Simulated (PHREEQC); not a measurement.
A solution holds 19 mmol/kgw HCl and 2 mmol/kgw ZnSO4, at 20 °C. Closed to the air; pH follows from the charge balance.

Computed with PHREEQC (ion-association model, wateq4f.dat).

### Question
The ionic strength comes out as 0.0246 mol/kgw. What activity coefficients do SO4-2, ZnCl+, Zn+2, HSO4-, Zn(SO4)2-2 get?

### Answer
SO4-2 0.56, ZnCl+ 0.86, Zn+2 0.57, HSO4- 0.86, Zn(SO4)2-2 0.55.

Precipitation was switched off in this run. Complexes and solids missing from the database can't appear.
